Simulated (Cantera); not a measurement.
Cantera run:

```python
import numpy as np
import cantera as ct

gas_names = """
    AL ALCL ALCL2 ALCL3 ALH ALN AL2 AL2CL6 CL CL2 H HCL H2 N NH NH2 NH3 N2 N2H2 N2H4
""".split()
cond_names = """
    AL(cr) AL(L) ALCL3(s) ALCL3(L) ALN(s) NH4CL(a) NH4CL(b)
""".split()


# ... load() reads the species with a 1 bar reference pressure and builds the phases ...
atoms = {
    'AlCl3': {'AL': 1, 'CL': 3},
    'N2': {'N': 2},
    'H2': {'H': 2},
}
top_T = {'ALN(s)': 2750}  # K; cautious upper limits of use, not melting points


# ... equilibrate(T, P, feed) seeds the gas with the atoms and calls Mixture.equilibrate('TP', solver="vcs", rtol=1e-11, max_steps=5000) ...
results = []
feed = {'AlCl3': 1, 'N2': 27, 'H2': 2.3}  # mol
T = 2075  # K
P = 88  # Pa
mix = equilibrate(T, P, feed)
results.append((T, P, feed, dict(zip(mix.species_names, mix.species_moles))))
print(gas.report(threshold=1e-06))
for i in range(1, mix.n_phases):
    print(f"{mix.phase(i).name:16s} {mix.phase_moles(i):12.5e} mol")
```

It prints:

```
       temperature   2075 K
          pressure   88 Pa
           density   0.00014334 kg/m^3
  mean mol. weight   28.102 kg/kmol
   phase of matter   gas

                          1 kg             1 kmol
                     ---------------   ---------------
          enthalpy        2.0625e+06         5.796e+07  J
   internal energy        1.4486e+06        4.0707e+07  J
           entropy             11159         3.136e+05  J/K
    Gibbs function       -2.1093e+07       -5.9276e+08  J
 heat capacity c_p            1267.9             35629  J/K
 heat capacity c_v            971.99             27315  J/K

                      mass frac. Y      mole frac. X     chem. pot. / RT
                     ---------------   ---------------   ---------------
                AL        0.00023893        0.00024885            -18.75
              ALCL          0.067702          0.030474           -45.704
             ALCL2         0.0023451        0.00067329           -72.657
             ALCL3         0.0001185        2.4976e-05            -99.61
                CL          0.019601          0.015538           -26.953
                 H        0.00064325          0.017933           -14.928
               HCL          0.060756          0.046831           -41.881
                H2         0.0028615          0.039888           -29.856
                N2           0.84573           0.84839           -34.266
     [  +11 minor]         9.577e-07        6.5822e-07

AL(L)             0.00000e+00 mol
ALCL3(L)          0.00000e+00 mol
ALN(s)            0.00000e+00 mol
```

These are equilibrium values from Cantera (NASA tables, ideal gas, pure condensed phases), not measurements of a reactor. The tables' values for AlCl2 are old estimates; treat these amounts as uncertain.
